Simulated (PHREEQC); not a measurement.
Solution A (110 mmol/kgw H3PO4, 6.5 mmol/kgw Na2SO4 and 0.86 mmol/kgw KCl) is mixed with solution B (0.016 mol/kgw ZnCl2 and 0.0074 mol/kgw H3BO3) at 25 °C; shares are by mass of water, 1 kg in all. O2 is buffered at 0.21 atm. The system is closed to CO2. Only these solids could form: Zn(OH)2-e, Zn4(OH)6SO4, Zn5(OH)8Cl2, Zn3(PO4)2:4w, Halite, Mirabilite, Goslarite.

Equilibrium calculation in PHREEQC: ion-association model, wateq4f.dat.

Task: Predict pH at share of solution B = 0, 0.3, 0.6, 0.7.

Result: 
```tsv
share of solution B	pH
0	1.65
0.3	1.73
0.6	1.87
0.7	1.94
```

H3PO4, which wateq4f.dat lacks, is added to it with the constant of phreeqc.dat. The database has no phosphate complexes of Zn.
